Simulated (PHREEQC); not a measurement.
A solution holds 0.022 mol/kgw HF, 0.0069 mol/kgw H2SiF6, 0.0024 mol/kgw H3AsO4 and 3.6e-05 mol/kgw HCl, at 45 °C. Closed to the air; pH follows from the charge balance.

Computed with PHREEQC (ion-association model, wateq4f.dat).

| quantity | before | after |
|---|---|---|
| pH | 1.87 | 1.25 |
| H3AsO4 (mol/kgw) | 0.00176 | 0.00219 |
| F- (mol/kgw) | 0.000800 | 0.000236 |
| H2AsO4- (mol/kgw) | 0.000638 | 0.000214 |
| SI of Quartz (SiO2) | -1.68 | -0.14 |

What was changed between the two runs?
A) diluted 5-fold with water
B) HCl left out
C) H2SiF6 from 0.0069 to 0.0345 mol/kgw
D) H2SiF6 from 0.0069 to 0.00138 mol/kgw
E) HCl from 3.6e-05 to 3.96e-05 mol/kgw

C, H2SiF6 from 0.0069 to 0.0345 mol/kgw

No solid was allowed to form. Away from 25 °C the constants follow the database's enthalpies or fits; those with neither stay at their 25 °C values. SiF6-2 is the database's only silicon fluoride.
